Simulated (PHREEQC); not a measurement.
A column of 1 m (30 cells, dispersivity 0.035 m, 60 s a shift, diffusion coefficient 3e-10 m²/s) holds 0.00076 eq of the database's cation exchanger X per kg of pore water, first in equilibrium with 0.0069 mol/kgw SrCl2, 0.0012 mol/kgw NH4Cl and 1e-05 mol/kgw HCl. It is flushed with 1.1 mmol/kgw NH4Cl and 0.01 mmol/kgw HCl, at 25 °C. Values are for the last cell. CO2 from the air is kept out. Nothing may precipitate in this run.

Base run: PHREEQC, ion-association model, phreeqc.dat. Each further column changes one thing. The table gives NH4X on the exchanger (mol/kgw).

| pore volumes | base | exchange capacity from 0.00076 to 0.00038 eq/kgw | dispersivity from 0.035 to 0.07 m |
|---|---|---|---|
| 0 | 1.52e-5 | 7.59e-6 | 1.52e-5 |
| 0.55 | 1.53e-5 | 7.63e-6 | 1.56e-5 |
| 1.083 | 2.32e-5 | 1.20e-5 | 2.35e-5 |
| 1.483 | 4.81e-5 | 2.62e-5 | 3.93e-5 |
| 2.017 | 0.000105 | 6.37e-5 | 7.77e-5 |
| 2.55 | 0.000148 | 9.25e-5 | 0.000121 |
| 2.95 | 0.000171 | 0.000107 | 0.000148 |
| 3.483 | 0.000195 | 0.000122 | 0.000176 |
| 4.017 | 0.000214 | 0.000134 | 0.000198 |
